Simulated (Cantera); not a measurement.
Input (Python, Cantera) and output of one run.

```python
import numpy as np
import cantera as ct

gas_names = """
    N NO NO2 NO3 N2 N2O O O2 O3 Si SiN SiO SiO2 Si2 Si2N Si3
""".split()
cond_names = """
    Si(cr) Si(L) SiO2(Lqz) SiO2(hqz) SiO2(L) Si2N2O(s) Si3N4(a)
""".split()


# ... load() reads the species with a 1 bar reference pressure and builds the phases ...
atoms = {
    'Si': {'Si': 1},
    'O2': {'O': 2},
    'N2': {'N': 2},
}
top_T = {'Si2N2O(s)': 2100, 'Si3N4(a)': 2400}  # K; cautious upper limits of use, not melting points


# ... equilibrate(T, P, feed) seeds the gas with the atoms and calls Mixture.equilibrate('TP', solver="vcs", rtol=1e-11, max_steps=5000) ...
results = []
feed = {'Si': 1, 'O2': 0.58, 'N2': 360}  # mol
P = 0.11  # Pa
for T in [900, 1000, 1100, 1200, 1300, 1400, 1500, 1600, 1700, 1800, 1900, 2000, 2100, 2200]:
    mix = equilibrate(T, P, feed)
    results.append((T, P, feed, dict(zip(mix.species_names, mix.species_moles))))
    x = sorted(zip(gas.X, gas.species_names), reverse=True)
    print(f"T = {T:g} K  P = {P:g} Pa  gas = {mix.phase_moles(0):.4g} mol")
    print("   x: " + "  ".join(f"{s} {v:.3e}" for v, s in x if v > 0.0001))
    print("   condensed (mol): " + ("  ".join(f"{mix.phase(i).name} {mix.phase_moles(i):.4g}"
          for i in range(1, mix.n_phases) if mix.phase_moles(i) > 1e-12) or "none"))
```

Result:

```
T = 900 K  P = 0.11 Pa  gas = 359.7 mol
   x: N2 1.000e+00
   condensed (mol): SiO2(hqz) 0.44  Si2N2O(s) 0.28
T = 1000 K  P = 0.11 Pa  gas = 359.7 mol
   x: N2 1.000e+00
   condensed (mol): SiO2(hqz) 0.44  Si2N2O(s) 0.28
T = 1100 K  P = 0.11 Pa  gas = 359.8 mol
   x: N2 9.999e-01
   condensed (mol): SiO2(hqz) 0.4306  Si2N2O(s) 0.2706
T = 1200 K  P = 0.11 Pa  gas = 360.8 mol
   x: N2 9.977e-01  SiO 2.328e-03
   condensed (mol): SiO2(hqz) 0.16
T = 1300 K  P = 0.11 Pa  gas = 360.8 mol
   x: N2 9.977e-01  SiO 2.328e-03
   condensed (mol): SiO2(hqz) 0.16
T = 1400 K  P = 0.11 Pa  gas = 360.8 mol
   x: N2 9.977e-01  SiO 2.328e-03
   condensed (mol): SiO2(hqz) 0.16
T = 1500 K  P = 0.11 Pa  gas = 360.8 mol
   x: N2 9.976e-01  SiO 2.339e-03
   condensed (mol): SiO2(hqz) 0.1553
T = 1600 K  P = 0.11 Pa  gas = 361.1 mol
   x: N2 9.969e-01  SiO 2.762e-03  O 1.497e-04  O2 1.172e-04
   condensed (mol): none
T = 1700 K  P = 0.11 Pa  gas = 361.1 mol
   x: N2 9.968e-01  SiO 2.767e-03  O 2.955e-04
   condensed (mol): none
T = 1800 K  P = 0.11 Pa  gas = 361.1 mol
   x: N2 9.968e-01  SiO 2.768e-03  O 3.864e-04
   condensed (mol): none
T = 1900 K  P = 0.11 Pa  gas = 361.2 mol
   x: N2 9.968e-01  SiO 2.769e-03  O 4.179e-04
   condensed (mol): none
T = 2000 K  P = 0.11 Pa  gas = 361.2 mol
   x: N2 9.968e-01  SiO 2.769e-03  O 4.295e-04
   condensed (mol): none
T = 2100 K  P = 0.11 Pa  gas = 361.2 mol
   x: N2 9.968e-01  SiO 2.769e-03  O 4.351e-04
   condensed (mol): none
T = 2200 K  P = 0.11 Pa  gas = 361.2 mol
   x: N2 9.968e-01  SiO 2.766e-03  O 4.405e-04
   condensed (mol): none
```

These are equilibrium values from Cantera (NASA tables, ideal gas, pure condensed phases), not measurements of a reactor. N2 is the only nitrogen source here; it is nearly inert below about 1500 K, so the nitride shown seldom forms there in practice. Mutual solubility and eutectic melting of coexisting phases are not modelled. The tables hold silica as quartz up to 1696 K and as liquid above; real silica turns to tridymite and cristobalite and melts near 1996 K.
